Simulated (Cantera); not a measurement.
Feed: 1 mol CuO, 0.55 mol CH4, 8.5 mol H2, equilibrated at 2475 K and 76000 Pa.

Equilibrium computed with Cantera from the NASA thermochemical tables; the gas is ideal and each condensed phase is pure. Candidate condensed phases: C, C6H6, C7H8, C8H18, Cu, CuO, Cu(OH)2, Cu2O, H2O; 113 gas species. Rates play no part.

Base state: H2 0.800, Cu 0.0875, CO 0.0484, H2O 0.0393, H 0.0231, Cu2 0.000576, CO2 0.000388, OH 0.000228 (mole fractions); condensed: gas only.

### Question
What changes in the equilibrium state with this change: temperature from 2475 K to 2398.15 K?

### Answer
```json
[
 {"species": "H2", "before": "0.800", "after": "0.807"},
 {"species": "Cu", "before": "0.0875", "after": "0.0875"},
 {"species": "CO", "before": "0.0484", "after": "0.0486"},
 {"species": "H", "before": "0.0231", "after": "0.0162"},
 {"species": "H2O", "before": "0.0393", "after": "0.0395"},
 {"species": "OH", "before": "0.000228", "after": "0.000146"},
 {"species": "Cu2", "before": "0.000576", "after": "0.000783"}
]
```

### Question
What changes in the equilibrium state with this change: CuO replaced by Fe3O4?

### Answer
```
species      before     after
-----------  ------  --------
H2            0.800     0.598
H2O          0.0393     0.293
CO           0.0484    0.0479
Cu           0.0875         0
Fe                0    0.0337
H            0.0231    0.0200
FeO               0  0.000823
Fe(OH)2           0  0.000625
Fe(l), mol        0      2.38
FeO(l), mol       0     0.247
```
Each liquid is taken as pure. Mutual solubility and eutectic melting of coexisting phases are not modelled. The tables' stoichiometric FeO is somewhat more stable than real wüstite, so its field is too wide. FeO: taken at fixed stoichiometry. Further candidate phases: Fe, Fe(CO)5, FeO, Fe(OH)2, Fe(OH)3, Fe2O3, Fe3O4.

### Question
What changes in the equilibrium state with this change: temperature from 2475 K to 2600 K?

### Answer
| species | before | after |
|---|---|---|
| H2 | 0.800 | 0.786 |
| Cu | 0.0875 | 0.0872 |
| CO | 0.0484 | 0.0480 |
| H | 0.0231 | 0.0390 |
| H2O | 0.0393 | 0.0387 |
| O | 4.35e-6 | 1.43e-5 |
| OH | 0.000228 | 0.000445 |
| Cu2 | 0.000576 | 0.000359 |
| CO2 | 0.000388 | 0.000366 |
